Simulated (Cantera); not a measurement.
# Equilibrium for boron, boron nitride and boron oxide: B2H6 + H2O

A closed system holds: 1 mol B2H6, 14 mol H2O, equilibrated at 0.100 bar.

Method: chemical equilibrium by Gibbs-energy minimisation in Cantera with the NASA 1993 tables (ideal gas, pure condensed phases). Candidate condensed phases: B, B2O3, B3O3H3, H2O; 23 gas species. The feed counts by its element totals alone. Gases not in the tables: H3BO3. Kinetics and transport are ignored.

| T (K) | x H2O | x H2 | x HBO2 | x H | x (HBO2)3 | x OH | n B2O3(l) |
|---|---|---|---|---|---|---|---|
| 773 | 0.626 | 0.356 | 1.28e-7 | 1.71e-12 | 0.0177 | <1e-12 | 0.552 |
| 923 | 0.639 | 0.354 | 1.15e-5 | 4.60e-10 | 0.00682 | <1e-12 | 0.827 |
| 1073 | 0.643 | 0.353 | 0.000275 | 2.63e-8 | 0.00321 | 1.79e-10 | 0.916 |
| 1223 | 0.643 | 0.353 | 0.00291 | 5.65e-7 | 0.00175 | 9.27e-9 | 0.931 |
| 1373 | 0.631 | 0.350 | 0.0177 | 6.23e-6 | 0.00104 | 2.01e-7 | 0.821 |
| 1523 | 0.587 | 0.340 | 0.0718 | 4.26e-5 | 0.000622 | 2.27e-6 | 0.344 |
| 1673 | 0.557 | 0.333 | 0.108 | 0.000208 | 4.66e-5 | 1.67e-5 | 0 |
| 1823 | 0.557 | 0.333 | 0.108 | 0.000790 | 1.92e-6 | 9.21e-5 | 0 |
| 1973 | 0.557 | 0.332 | 0.106 | 0.00246 | 1.30e-7 | 0.000392 | 0 |
| 2123 | 0.555 | 0.329 | 0.105 | 0.00651 | 1.30e-8 | 0.00136 | 0 |
| 2273 | 0.550 | 0.324 | 0.102 | 0.0151 | 1.73e-9 | 0.00398 | 0 |
| 2423 | 0.536 | 0.316 | 0.0976 | 0.0315 | 2.81e-10 | 0.0101 | 0 |
x: gas mole fraction; n: condensed amount in mol.

From 773 K to 1523 K the condensed part is B2O3(l). From 1673 K to 2423 K nothing is condensed.
